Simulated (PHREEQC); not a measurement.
Solution (20 °C): 37 mmol/kgw ZnSO4, 1.4 mmol/kgw CuCl2 and 190 mmol/kgw NaH2PO4. Closed to the air; pH follows from the charge balance.

The numbers come from PHREEQC with the ion-association model, wateq4f.dat.

This is a speciation only: nothing precipitates in the calculation.

Problem. Estimate the pH, activity of water, ionic strength.

Solution. pH 4.38; activity of water 0.992; ionic strength 0.292 mol/kgw.

Problem. In which forms is Cu present?

Solution. Cu+2 78 %, CuSO4 22 % of the Cu.

Saturation is exceeded, for instance for Zn3(PO4)2:4w, Cu3(PO4)2:3H2O; the values hold only as long as no solid forms. H3PO4, which wateq4f.dat lacks, is added to it with the constant of phreeqc.dat. The database has no phosphate complexes of Cu, Zn.
